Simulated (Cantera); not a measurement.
A closed system holds: 1 mol AlCl3, 1.2 mol H2O, 1.4 mol H2, held at 0.133 bar.

These are equilibrium values from Cantera (NASA tables, ideal gas, pure condensed phases), not measurements of a reactor. Candidate condensed phases: Al, AlCl3, Al2O3, H2O; 29 gas species. The tables' values for AlCl2 are old estimates; treat these amounts as uncertain. Condensed phases not in the tables: AlOCl. Equilibrium is a limit: real reactors are often held back by kinetics, nucleation or transport.

log p: log10 of the partial pressure in bar; n: condensed amount in mol.

```
T (K)  log p HCl  log p H2  log p AlCl3  log p AlCl2  log p AlCl  log p Cl  n Al2O3(s)
-----  ---------  --------  -----------  -----------  ----------  --------  ----------
873        -1.10     -1.33        -2.18        -9.55        <-12    -10.77       0.400
1023       -1.10     -1.33        -2.18        -7.73      -11.24     -8.85       0.400
1173       -1.10     -1.33        -2.18        -6.39           …         …       0.400
1323       -1.10     -1.33        -2.18        -5.36       -7.32     -6.31       0.400
1473       -1.10     -1.33        -2.18        -4.54       -5.97     -5.42       0.400
1623       -1.10     -1.33        -2.18        -3.88           …         …       0.399
1773       -1.10     -1.34        -2.21        -3.36       -4.00     -4.09       0.399
1923       -1.09     -1.34        -2.28        -2.98       -3.33     -3.57       0.398
```

Task: What belongs in the gaps?

Result: 
- 1623, log p AlCl: -4.88
- 1623, log p Cl: -4.70
- 1173, log p AlCl: -9.03
- 1173, log p Cl: -7.42
